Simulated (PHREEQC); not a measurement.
Consider water at 20 °C with 0.23 mol/kgw TMAH, 4.2e-05 mol/kgw Na2SiO3 and 0.012 mol/kgw Na2CO3. Closed to the air; pH follows from the charge balance.

The numbers come from PHREEQC with the ion-association model, phreeqc.dat.

```
quantity              before    after
-------------------  -------  -------
pH                     13.37    12.74
CO3-2 (mol/kgw)       0.0110  0.00232
NaCO3- (mol/kgw)     0.00104  7.43e-5
H2SiO4-2 (mol/kgw)   3.09e-5  2.65e-6
SI of Quartz (SiO2)    -4.50    -4.10
```

Task: What was changed between the two runs?
A. temperature from 20 to 65 °C
B. TMAH from 0.23 to 0.023 mol/kgw
C. TMAH replaced by (CH3)4NF at the same molality
D. TMAH from 0.23 to 0.207 mol/kgw
E. diluted 5-fold with water

Result: E, diluted 5-fold with water

This is a speciation only: nothing precipitates in the calculation. (CH3)4N+ isn't in the database: it is added as a free cation with an ion size of 4 Å.
